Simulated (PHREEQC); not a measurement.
# Leach liquor with buffer

Solution A (0.033 mol HCl, 0.00074 mol LiCl and 0.00022 mol Na2SO4 per kg of water) is mixed with solution B (0.1 mol HF and 0.00017 mol KOH per kg of water) at 25 °C; shares are by mass of water, 1 kg in all. Oxygen is held at 0.21 atm. The system is closed to CO2. Only these solids could form: Halite, Mirabilite.

Computed with PHREEQC (ion-association model, wateq4f.dat).

| share of solution B | pH | HF (mol/kgw) | HSO4- (mol/kgw) | SO4-2 (mol/kgw) | H2F2 (mol/kgw) |
|---|---|---|---|---|---|
| 0 | 1.54 | 0 | 0.000138 | 8.18e-5 | 0 |
| 0.1 | 1.58 | 0.00925 | 0.000121 | 7.71e-5 | 0.000224 |
| 0.2 | 1.63 | 0.0177 | 0.000104 | 7.19e-5 | 0.000820 |
| 0.3 | 1.67 | 0.0255 | 8.76e-5 | 6.62e-5 | 0.00170 |
| 0.4 | 1.73 | 0.0327 | 7.19e-5 | 6.00e-5 | 0.00280 |
| 0.5 | 1.78 | 0.0394 | 5.70e-5 | 5.29e-5 | 0.00407 |
| 0.6 | 1.85 | 0.0457 | 4.30e-5 | 4.50e-5 | 0.00547 |
| 0.7 | 1.91 | 0.0516 | 3.01e-5 | 3.59e-5 | 0.00697 |
| 0.8 | 1.98 | 0.0571 | 1.86e-5 | 2.54e-5 | 0.00851 |
| 0.9 | 2.06 | 0.0621 | 8.52e-6 | 1.35e-5 | 0.0101 |
| 1 | 2.13 | 0.0668 | 0 | 0 | 0.0116 |

wateq4f.dat counts part of the HF as a dimer, H2F2, which phreeqc.dat doesn't know; its constant is uncertain.
